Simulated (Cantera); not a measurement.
Feed: 1 mol SiC, 0.33 mol N2, equilibrated at 2600 K and 1 atm.

Equilibrium computed with Cantera from the NASA thermochemical tables; the gas is ideal and each condensed phase is pure. Candidate condensed phases: C, Si, SiC, Si3N4; 20 gas species. The tables' values for SiN are old estimates; treat these amounts as uncertain. The numbers say what is thermodynamically allowed, not how fast it happens.

Task: What is the equilibrium state?

Result: 
- x(N2): 0.995
- x(Si): 0.00289
- x(SiC2): 0.000987
- x(Si2C): 0.000528
- x(SiN): 0.000253
- x(CN): 0.000227
- x(C2N2): 0.000138
- x(Si2N): 6.30e-5
- x(Si2): 2.67e-5
- n(C(graphite)): 0.000780 mol
- n(SiC(s)): 0.998 mol
- gas amount: 0.3316 mol
- log10 activity of Si(l) (absent): -0.52
